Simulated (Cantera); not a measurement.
Cantera run:

```python
import numpy as np
import cantera as ct

gas_names = """
    C CN CO CO2 C2 CCN CNC C2N2 C2O C3 C3O2 C4 C4N2 C5 N NCO NO NO2 NO3 N2 N2O O O2 O3 Si SiC SiC2 SiN
    SiO SiO2 Si2 Si2C Si2N Si3
""".split()
cond_names = """
    C(gr) Si(cr) Si(L) SiC(b) SiO2(Lqz) SiO2(hqz) SiO2(L) Si2N2O(s) Si3N4(a)
""".split()


# ... load() reads the species with a 1 bar reference pressure and builds the phases ...
atoms = {
    'Si3N4': {'Si': 3, 'N': 4},
    'CO2': {'C': 1, 'O': 2},
    'N2': {'N': 2},
}
top_T = {'C(gr)': 4500, 'SiC(b)': 3050, 'Si2N2O(s)': 2100, 'Si3N4(a)': 2400}  # K; cautious upper limits of use, not melting points


# ... equilibrate(T, P, feed) seeds the gas with the atoms and calls Mixture.equilibrate('TP', solver="vcs", rtol=1e-11, max_steps=5000) ...
results = []
feed = {'Si3N4': 1, 'CO2': 1.6, 'N2': 80}  # mol
P = 78  # Pa
for T in [1500, 1550, 1600, 1650, 1700, 1750, 1800, 1850, 1900, 1950, 2000]:
    mix = equilibrate(T, P, feed)
    results.append((T, P, feed, dict(zip(mix.species_names, mix.species_moles))))
    x = sorted(zip(gas.X, gas.species_names), reverse=True)
    print(f"T = {T:g} K  P = {P:g} Pa  gas = {mix.phase_moles(0):.4g} mol")
    print("   x: " + "  ".join(f"{s} {v:.3e}" for v, s in x if v > 1e-05))
    print("   condensed (mol): " + ("  ".join(f"{mix.phase(i).name} {mix.phase_moles(i):.4g}"
          for i in range(1, mix.n_phases) if mix.phase_moles(i) > 1e-12) or "none"))
```

It prints:

```
T = 1500 K  P = 78 Pa  gas = 82.4 mol
   x: N2 9.782e-01  CO 1.942e-02  SiO 2.428e-03
   condensed (mol): Si2N2O(s) 1.4
T = 1550 K  P = 78 Pa  gas = 82.77 mol
   x: N2 9.760e-01  CO 1.822e-02  SiO 5.743e-03
   condensed (mol): SiC(b) 0.09166  Si2N2O(s) 1.216
T = 1600 K  P = 78 Pa  gas = 84.24 mol
   x: N2 9.677e-01  SiO 1.868e-02  CO 1.357e-02  Si 2.862e-05
   condensed (mol): SiC(b) 0.4569  Si2N2O(s) 0.4836
T = 1650 K  P = 78 Pa  gas = 85.21 mol
   x: N2 9.623e-01  SiO 2.693e-02  CO 1.062e-02  Si 1.154e-04
   condensed (mol): SiC(b) 0.6948
T = 1700 K  P = 78 Pa  gas = 85.23 mol
   x: N2 9.621e-01  SiO 2.682e-02  CO 1.073e-02  Si 3.189e-04
   condensed (mol): SiC(b) 0.6856
T = 1750 K  P = 78 Pa  gas = 85.27 mol
   x: N2 9.616e-01  SiO 2.654e-02  CO 1.099e-02  Si 8.227e-04  SiN 1.162e-05
   condensed (mol): SiC(b) 0.6627
T = 1800 K  P = 78 Pa  gas = 85.37 mol
   x: N2 9.605e-01  SiO 2.591e-02  CO 1.157e-02  Si 1.968e-03  SiN 2.386e-05  Si2C 2.091e-05  Si2N 1.855e-05
   condensed (mol): SiC(b) 0.6101
T = 1850 K  P = 78 Pa  gas = 85.58 mol
   x: N2 9.581e-01  SiO 2.461e-02  CO 1.278e-02  Si 4.318e-03  Si2C 5.936e-05  SiN 4.527e-05  Si2N 3.603e-05  Si2 1.578e-05
   condensed (mol): SiC(b) 0.501
T = 1900 K  P = 78 Pa  gas = 85.96 mol
   x: N2 9.539e-01  SiO 2.225e-02  CO 1.497e-02  Si 8.572e-03  Si2C 1.503e-04  SiN 7.827e-05  Si2N 6.005e-05  Si2 3.652e-05
   condensed (mol): SiC(b) 0.2998
T = 1950 K  P = 78 Pa  gas = 86.52 mol
   x: N2 9.476e-01  SiO 1.880e-02  CO 1.818e-02  Si 1.484e-02  Si2C 3.005e-04  SiN 1.187e-04  Si2N 7.943e-05  Si2 6.604e-05
   condensed (mol): none
T = 2000 K  P = 78 Pa  gas = 86.57 mol
   x: N2 9.472e-01  SiO 1.859e-02  CO 1.838e-02  Si 1.557e-02  SiN 1.102e-04  Si2C 1.017e-04  Si2 4.503e-05  Si2N 4.037e-05
   condensed (mol): none
```

Method: chemical equilibrium by Gibbs-energy minimisation in Cantera with the NASA 1993 tables (ideal gas, pure condensed phases). Mutual solubility and eutectic melting of coexisting phases are not modelled. The tables' values for SiN are old estimates; treat these amounts as uncertain.
